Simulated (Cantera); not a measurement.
Input (Python, Cantera) and output of one run.

```python
import numpy as np
import cantera as ct

gas_names = """
    CL CL2 H HCL H2 Si SiCL SiCL2 SiCL3 SiCL4 SiH SiHCL3 SiH2 SiH2CL2 SiH3 SiH3CL SiH4 Si2 Si3
""".split()
cond_names = """
    Si(cr) Si(L)
""".split()


# ... load() reads the species with a 1 bar reference pressure and builds the phases ...
atoms = {
    'SiCl4': {'Si': 1, 'CL': 4},
    'Cl2': {'CL': 2},
    'H2': {'H': 2},
}
top_T = {}  # K; cautious upper limits of use, not melting points


# ... equilibrate(T, P, feed) seeds the gas with the atoms and calls Mixture.equilibrate('TP', solver="vcs", rtol=1e-11, max_steps=5000) ...
results = []
feed = {'SiCl4': 1, 'Cl2': 1.3, 'H2': 1.1}  # mol
T = 598  # K
P = 28000  # Pa
mix = equilibrate(T, P, feed)
results.append((T, P, feed, dict(zip(mix.species_names, mix.species_moles))))
x = sorted(zip(gas.X, gas.species_names), reverse=True)
print(f"T = {T:g} K  P = {P:g} Pa  gas = {mix.phase_moles(0):.4g} mol")
print("   x: " + "  ".join(f"{s} {v:.3e}" for v, s in x if v > 1e-06))
print("   condensed (mol): " + ("  ".join(f"{mix.phase(i).name} {mix.phase_moles(i):.4g}"
      for i in range(1, mix.n_phases) if mix.phase_moles(i) > 1e-12) or "none"))
```

It prints:

```
T = 598 K  P = 28000 Pa  gas = 3.4 mol
   x: HCL 6.471e-01  SiCL4 2.941e-01  CL2 5.882e-02
   condensed (mol): none
```

Method: chemical equilibrium by Gibbs-energy minimisation in Cantera with the NASA 1993 tables (ideal gas, pure condensed phases).
